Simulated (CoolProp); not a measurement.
Saturation properties of oxygen.

Values from CoolProp's reference Helmholtz-energy equation of state, Schmidt 1985.

```json
[
 {"T (K)": "111.9", "p (MPa)": "0.6181", "liquid cp (kJ/(kg K))": "1.825", "vapour Z": "0.8833", "surface tension (mN/m)": "7.94", "vapour viscosity (µPa s)": "8.71", "liquid conductivity (mW/(m K))": "119"},
 {"T (K)": "114.5", "p (MPa)": "0.7320", "liquid cp (kJ/(kg K))": "1.853", "vapour Z": "0.8686", "surface tension (mN/m)": "7.35", "vapour viscosity (µPa s)": "8.93", "liquid conductivity (mW/(m K))": "115"},
 {"T (K)": "117", "p (MPa)": "0.8553", "liquid cp (kJ/(kg K))": "1.884", "vapour Z": "0.8535", "surface tension (mN/m)": "6.80", "vapour viscosity (µPa s)": "9.15", "liquid conductivity (mW/(m K))": "112"},
 {"T (K)": "119.6", "p (MPa)": "0.9988", "liquid cp (kJ/(kg K))": "…", "vapour Z": "0.8368", "surface tension (mN/m)": "6.23", "vapour viscosity (µPa s)": "…", "liquid conductivity (mW/(m K))": "108"},
 {"T (K)": "122.1", "p (MPa)": "1.152", "liquid cp (kJ/(kg K))": "1.963", "vapour Z": "0.8196", "surface tension (mN/m)": "5.68", "vapour viscosity (µPa s)": "9.63", "liquid conductivity (mW/(m K))": "104"},
 {"T (K)": "124.6", "p (MPa)": "1.322", "liquid cp (kJ/(kg K))": "2.012", "vapour Z": "0.8012", "surface tension (mN/m)": "5.15", "vapour viscosity (µPa s)": "…", "liquid conductivity (mW/(m K))": "100"},
 {"T (K)": "127.2", "p (MPa)": "1.517", "liquid cp (kJ/(kg K))": "2.073", "vapour Z": "0.7809", "surface tension (mN/m)": "4.61", "vapour viscosity (µPa s)": "…", "liquid conductivity (mW/(m K))": "96.7"},
 {"T (K)": "129.7", "p (MPa)": "1.723", "liquid cp (kJ/(kg K))": "2.144", "vapour Z": "0.7600", "surface tension (mN/m)": "4.10", "vapour viscosity (µPa s)": "10.4", "liquid conductivity (mW/(m K))": "…"},
 {"T (K)": "132.2", "p (MPa)": "1.948", "liquid cp (kJ/(kg K))": "2.231", "vapour Z": "0.7376", "surface tension (mN/m)": "3.60", "vapour viscosity (µPa s)": "10.7", "liquid conductivity (mW/(m K))": "89.4"},
 {"T (K)": "134.8", "p (MPa)": "2.204", "liquid cp (kJ/(kg K))": "2.344", "vapour Z": "0.7127", "surface tension (mN/m)": "3.10", "vapour viscosity (µPa s)": "11.0", "liquid conductivity (mW/(m K))": "85.7"},
 {"T (K)": "137.3", "p (MPa)": "2.473", "liquid cp (kJ/(kg K))": "2.485", "vapour Z": "0.6868", "surface tension (mN/m)": "2.62", "vapour viscosity (µPa s)": "11.4", "liquid conductivity (mW/(m K))": "82.1"},
 {"T (K)": "139.9", "p (MPa)": "2.776", "liquid cp (kJ/(kg K))": "2.682", "vapour Z": "0.6576", "surface tension (mN/m)": "2.15", "vapour viscosity (µPa s)": "11.8", "liquid conductivity (mW/(m K))": "78.4"}
]
```

Fill in the missing entries.


- 119.6, liquid cp (kJ/(kg K)): 1.921
- 119.6, vapour viscosity (µPa s): 9.39
- 124.6, vapour viscosity (µPa s): 9.87
- 127.2, vapour viscosity (µPa s): 10.1
- 129.7, liquid conductivity (mW/(m K)): 93.1

It boils at 90.2 K under 1 atm.

Viscosity comes from a separate model (Lemmon 2004). Thermal conductivity comes from a separate model (Lemmon 2004). Surface tension comes from a separate correlation (Mulero 2012).
